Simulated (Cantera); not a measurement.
Input (Python, Cantera):

```python
import numpy as np
import cantera as ct

gas = ct.Solution("gri30.yaml")
gas.TP = 300, 101325
flame = ct.CounterflowDiffusionFlame(gas, width=0.02)
flame.fuel_inlet.X, flame.fuel_inlet.T = {'CH4': 1, 'N2': 0.34}, 523
flame.oxidizer_inlet.X, flame.oxidizer_inlet.T = {'O2': 0.21, 'N2': 0.79}, 325
flame.set_refine_criteria(ratio=3, slope=0.12, curve=0.24, prune=0.03)
show = ['OH', 'H', 'NO', 'CO', 'C2H2']

rows = []
print(f"{'mdot':>8s}{'a_max':>10s}{'a_mean':>10s}{'Tmax/K':>9s}" + "".join(f"{s:>11s}" for s in show) + "   (peak mole fractions)")
for i, mdot in enumerate([0.25, 0.32, 0.41, 0.53, 0.68, 0.87, 1.1, 1.4, 1.8, 2.3]):  # kg/m2/s on the oxidiser side
    flame.oxidizer_inlet.mdot, flame.fuel_inlet.mdot = mdot, 0.65 * mdot
    flame.solve(loglevel=0, auto=(i == 0))
    if flame.T.max() < max(523, 325) + 100:
        print(f"{mdot:8.3g}  no burning solution found from the previous one")
        break
    dT = np.abs(np.gradient(flame.T, flame.grid))
    rows.append([flame.strain_rate("max"), flame.strain_rate("mean"), flame.T.max(),
                 *(flame.X[gas.species_index(s)].max() for s in show), max(dT[0], dT[-1]) / dT.max()])
    print(f"{mdot:8.3g}{rows[-1][0]:10.1f}{rows[-1][1]:10.1f}{rows[-1][2]:9.1f}" + "".join(f"{x:11.3e}" for x in rows[-1][3:-1]))
```

Output:

```
    mdot     a_max    a_mean   Tmax/K         OH          H         NO         CO       C2H2   (peak mole fractions)
    0.25     140.4      29.8   2035.8  6.345e-03  3.218e-03  2.124e-04  4.493e-02  9.853e-03
    0.32     177.7      38.2   2024.9  6.313e-03  3.322e-03  1.992e-04  4.462e-02  9.255e-03
    0.41     224.1      48.9   2013.9  6.272e-03  3.420e-03  1.845e-04  4.439e-02  8.702e-03
    0.53     283.8      63.2   2002.8  6.218e-03  3.522e-03  1.682e-04  4.426e-02  8.181e-03
    0.68     356.1      81.1   1992.8  6.170e-03  3.626e-03  1.522e-04  4.432e-02  7.752e-03
    0.87     445.2     103.8   1979.6  6.060e-03  3.695e-03  1.336e-04  4.433e-02  7.225e-03
     1.1     551.7     131.2   1965.6  5.918e-03  3.739e-03  1.150e-04  4.445e-02  6.677e-03
     1.4     687.9     167.0   1948.4  5.706e-03  3.746e-03  9.480e-05  4.467e-02  6.069e-03
     1.8     861.3     214.8   1926.7  5.399e-03  3.690e-03  7.329e-05  4.499e-02  5.325e-03
     2.3    1063.5     274.4   1898.9  4.975e-03  3.528e-03  5.196e-05  4.538e-02  4.441e-03
```

Model: GRI-Mech 3.0 (53 species, 325 reactions), integrated in Cantera. GRI-Mech 3.0 has no aromatics or soot, which form on the fuel side of real flames. The maximum strain rate includes the flame's own expansion and is several times the mean.
